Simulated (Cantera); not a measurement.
A perfectly stirred reactor is fed with CH4 : O2 : N2 = 1 : 1.43 : 5.37 (molar parts), equivalence ratio 1.4, at 0.210 bar; it is adiabatic with a 400 K inlet, and is followed from long to short residence time, starting on the burning branch (τ in s: 0.053, 0.016, 0.0046, 0.0014, 0.00041, 0.00012, 3.6e-05, 1.1e-05, 3.1e-06).

Cantera simulation using GRI-Mech 3.0 (53 species, 325 reactions); the numbers are that mechanism's predictions, not measurements.

Q: What does this change do: pressure from 0.210 bar to 5.00 bar?

A: 
```
quantity                                                                       before                                 after
------------------------------------------------  -----------------------------------  ------------------------------------
blow-out, bracketed by the residence times tried  burning at 1.40 ms, out at 0.410 ms  burning at 0.410 ms, out at 0.120 ms
x(CH4) at τ = 53.0 ms                                                         4.43e-5                              0.000702
x(O2) at τ = 53.0 ms                                                         0.000348                              0.000130
x(H2O2) at τ = 53.0 ms                                                        7.47e-9                               5.06e-9
x(CO2) at τ = 53.0 ms                                                          0.0454                                0.0454
x(CO) at τ = 53.0 ms                                                           0.0734                                0.0732
x(CH4) at τ = 0.410 ms                                                          0.128                               0.00678
x(O2) at τ = 0.410 ms                                                           0.183                               0.00909
x(H2O2) at τ = 0.410 ms                                                        <1e-12                               5.03e-7
x(CO2) at τ = 0.410 ms                                                         <1e-12                                0.0410
x(CO) at τ = 0.410 ms                                                          <1e-12                                0.0661
```
